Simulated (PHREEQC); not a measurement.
0.15 g of hydrous ferric oxide (600 m²/g; 0.2 weak and 0.005 strong sites per Fe, Dzombak-Morel constants, diffuse double layer) in 1 kg of water with 0.001 mol/kgw of an inert sodium salt and 4.2e-06 mol CuSO4, at 25 °C; the pH is set by adding NaOH or the inert anion's acid. O2 is buffered at 0.21 atm. The system is closed to CO2. Precipitation was switched off in this run.

The series has 17 steps of pH, from 3 to 11.

All values are PHREEQC results (ion-association model, wateq4f.dat), not measurements.

### Question
Near which pH is half of the S sorbed, and on which side is more sorbed?

### Answer
Near pH 6.7, with more sorbed at lower pH.

### Question
Near which pH is half of the Cu sorbed, and on which side is more sorbed?

### Answer
Near pH 5.1, with more sorbed at higher pH.

The database's constant for dissolved Cu(OH)2 is higher than later reviews accept. The oxide is taken as insoluble; below pH 4 it would dissolve.
